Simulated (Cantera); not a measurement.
## Thermodynamics of sublimation and decomposition of ceramics, feed AlN + H₂

Input: 1 mol AlN, 0.2 mol H₂, equilibrated at 10.0 mbar.

Equilibrium computed with Cantera from the NASA thermochemical tables; the gas is ideal and each condensed phase is pure. Candidate condensed phases: Al, AlN; 13 gas species. Rates play no part.

From 1227 °C to 1827 °C the condensed part is AlN(s). From 1977 °C to 2577 °C nothing is condensed. The main Al-bearing gas is Al throughout.

```csv
T (°C),log p H₂,log p Al,log p N₂,log p H,n AlN(s)
1227,-2.00,-6.72,-6.97,-5.75,1.000
1377,-2.00,-5.37,-5.64,-5.04,1.000
1527,-2.01,-4.25,-4.54,-4.45,0.999
1677,-2.04,-3.31,-3.60,-3.96,0.989
1827,-2.30,-2.50,-2.80,-3.66,0.876
1977,-2.99,-2.24,-2.54,-3.62,0
2127,-3.05,-2.24,-2.54,-3.32,0
2277,-3.15,-2.25,-2.55,-3.08,0
2427,-3.32,-2.26,-2.56,-2.91,0
2577,-3.56,-2.27,-2.57,-2.79,0
```
log p: log10 of the partial pressure in bar; n: condensed amount in mol.
